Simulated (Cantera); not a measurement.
## Transport properties of process gases

Gas mixture: 11.2 % H2O, 88.8 % O2, at 20.0 Torr, frozen composition.

Cantera's kinetic-theory transport with the Lennard-Jones parameters of GRI-Mech 3.0, ideal gas; thermal conductivity in the mixture-averaged form. Polar gases are described roughly by these parameters.

```json
[
 {"T (K)": "400", "ρ (kg/m³)": "0.0244", "cp (J/kg/K)": "1005", "μ (µPa s)": "24.4", "λ (mW/m/K)": "34.2", "Pr": "0.716", "D (cm²/s) CH3": "14.5", "D (cm²/s) C2H2": "10.7", "D (cm²/s) NO": "13.1"},
 {"T (K)": "600", "ρ (kg/m³)": "0.0163", "cp (J/kg/K)": "1070", "μ (µPa s)": "32.8", "λ (mW/m/K)": "49.4", "Pr": "0.710", "D (cm²/s) CH3": "29.5", "D (cm²/s) C2H2": "22.0", "D (cm²/s) NO": "26.3"},
 {"T (K)": "800", "ρ (kg/m³)": "0.0122", "cp (J/kg/K)": "1127", "μ (µPa s)": "40.2", "λ (mW/m/K)": "63.9", "Pr": "0.709", "D (cm²/s) CH3": "48.2", "D (cm²/s) C2H2": "36.2", "D (cm²/s) NO": "42.9"},
 {"T (K)": "1000", "ρ (kg/m³)": "0.00976", "cp (J/kg/K)": "1170", "μ (µPa s)": "46.9", "λ (mW/m/K)": "77.6", "Pr": "0.707", "D (cm²/s) CH3": "70.2", "D (cm²/s) C2H2": "52.9", "D (cm²/s) NO": "62.4"},
 {"T (K)": "1200", "ρ (kg/m³)": "0.00813", "cp (J/kg/K)": "1202", "μ (µPa s)": "53.1", "λ (mW/m/K)": "90.6", "Pr": "0.705", "D (cm²/s) CH3": "95.3", "D (cm²/s) C2H2": "72.0", "D (cm²/s) NO": "84.6"},
 {"T (K)": "1400", "ρ (kg/m³)": "0.00697", "cp (J/kg/K)": "1229", "μ (µPa s)": "58.9", "λ (mW/m/K)": "103", "Pr": "0.703", "D (cm²/s) CH3": "123", "D (cm²/s) C2H2": "93.2", "D (cm²/s) NO": "109"},
 {"T (K)": "1600", "ρ (kg/m³)": "0.00610", "cp (J/kg/K)": "1253", "μ (µPa s)": "64.5", "λ (mW/m/K)": "115", "Pr": "0.703", "D (cm²/s) CH3": "154", "D (cm²/s) C2H2": "117", "D (cm²/s) NO": "137"}
]
```
D: mixture-averaged diffusion coefficient of that species in the mixture.
